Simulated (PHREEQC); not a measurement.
Synthetic water in mg/L, 14 °C, pH 3.73, pe 11.4: Na 125; K 1.25; Ca 226; Mg 31.7; Cl 105; S(6) as SO4 786; Al 0.0667; F 0.0985.

Valence states are taken as typed.

All values are PHREEQC results (ion-association model, phreeqc.dat), not measurements.

**Question.** The ionic strength comes out as 0.0277 mol/kgw. What activity coefficients do CaHSO4+, F-, SO4-2, HSO4-, H+ get?

**Answer.** CaHSO4+ 0.86, F- 0.85, SO4-2 0.55, HSO4- 0.86, H+ 0.88.

No solid was allowed to form. At this temperature some constants are extrapolated from 25 °C, and those without enthalpy data are left unchanged. Fluoro complexes past AlF4- and FeF3 are missing from the database.
